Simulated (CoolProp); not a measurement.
Vapour-liquid equilibrium of CH2F2 (R32) (1) + dimethyl ether (2) at 23.2 kPa; x and y are mole fractions of (1).

Computed with CoolProp (multi-fluid Helmholtz-energy mixture model, Tillner-Roth 1997 and Wu 2011; pair parameters Bell 2016).

### Question
Give the bubble temperature and the first vapour's composition at x = 0.05, 0.5, 0.8. Is there an azeotrope?

### Answer
x = 0.05: 217.0 K, y = 0.158; x = 0.5: 203.3 K, y = 0.819; x = 0.8: 198.6 K, y = 0.943. No azeotrope shows between x = 0.05 and 0.95.

The pair parameters rest on a limited set of measurements; away from them the model extrapolates. The gap from Raoult's law changes sign with composition, which may be real or a fault of the pair parameters; it wasn't checked against measurements.
